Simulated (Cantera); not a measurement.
A Cantera script and its output.

```python
import numpy as np
import cantera as ct

gas = ct.Solution("gri30.yaml")
gas.TPX = 425, 280000, {'CH4': 1, 'H2': 0.1, 'O2': 3.66, 'N2': 13.8, 'CO2': 1.4}
inlet = ct.Reservoir(gas, clone=True)
gas.equilibrate("HP")  # start burning
reactor = ct.IdealGasConstPressureReactor(gas, energy="on", clone=False)
exhaust = ct.Reservoir(gas, clone=True)
tau = [0.024, 0.014, 0.0082, 0.0047, 0.0027, 0.0016, 0.00092, 0.00054, 0.00031, 0.00018, 0.0001, 6.1e-05, 3.5e-05][0]
for a, b in ((inlet, reactor), (reactor, exhaust)):
    ct.MassFlowController(a, b, mdot=lambda t: reactor.mass / tau)
net = ct.ReactorNet([reactor])
show = ['CH4', 'H2', 'O2', 'H2O2', 'O']

rows = []
print(f"{'tau/s':>10s}{'T/K':>9s}" + "".join(f"{s:>11s}" for s in show))
for tau in [0.024, 0.014, 0.0082, 0.0047, 0.0027, 0.0016, 0.00092, 0.00054, 0.00031, 0.00018, 0.0001, 6.1e-05, 3.5e-05]:
    net.initial_time = 0.0
    net.advance(30 * tau)
    before = gas.X
    net.advance(40 * tau)
    drift = np.max(np.abs(gas.X - before) / (gas.X + 1e-9))
    rows.append([gas.T, *gas[show].X, drift])
    print(f"{tau:10.3e}{gas.T:9.1f}" + "".join(f"{x:11.3e}" for x in gas[show].X))
```

It prints:

```
     tau/s      T/K        CH4         H2         O2       H2O2          O
 2.400e-02   1567.3  4.723e-05  6.100e-05  8.118e-02  2.208e-07  4.788e-05
 1.400e-02   1563.9  6.854e-05  8.916e-05  8.136e-02  2.825e-07  6.638e-05
 8.200e-03   1558.9  1.001e-04  1.306e-04  8.165e-02  3.599e-07  9.111e-05
 4.700e-03   1551.2  1.509e-04  1.958e-04  8.210e-02  4.633e-07  1.247e-04
 2.700e-03   1539.3  2.345e-04  2.974e-04  8.285e-02  6.007e-07  1.655e-04
 1.600e-03   1520.8  3.796e-04  4.577e-04  8.408e-02  7.900e-07  2.035e-04
 9.200e-04    425.0  5.010e-02  5.010e-03  1.834e-01  2.836e-20 -8.519e-31
 5.400e-04    425.0  5.010e-02  5.010e-03  1.834e-01  7.692e-22  1.190e-32
 3.100e-04    425.0  5.010e-02  5.010e-03  1.834e-01  4.859e-23  1.612e-32
 1.800e-04    425.0  5.010e-02  5.010e-03  1.834e-01  3.069e-24  1.107e-32
 1.000e-04    425.0  5.010e-02  5.010e-03  1.834e-01  1.939e-25  6.852e-33
 6.100e-05    425.0  5.010e-02  5.010e-03  1.834e-01  1.225e-26  4.388e-33
 3.500e-05    425.0  5.010e-02  5.010e-03  1.834e-01  7.735e-28  2.628e-33
```

Computed with Cantera and GRI-Mech 3.0 (53 species, 325 reactions).
